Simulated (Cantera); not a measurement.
Charge: 1 mol TiO2, a varied amount of HCl, 0.12 mol O2, equilibrated at 1373.15 K and 0.000410 bar.

Equilibrium computed with Cantera from the NASA thermochemical tables; the gas is ideal and each condensed phase is pure. Candidate condensed phases: H2O, Ti, TiCl2, TiCl3, TiCl4, TiO, TiO2, Ti2O3, Ti3O5, Ti4O7; 23 gas species. Rates play no part.

Problem. At 13 mol HCl, list the 5 most abundant gas species with their mole fractions, and the condensed phases.

Solution. HCl 0.948, Cl 0.0334, H2O 0.0175, Cl2 0.000864, O2 0.000294. Condensed: TiO2(rutile).
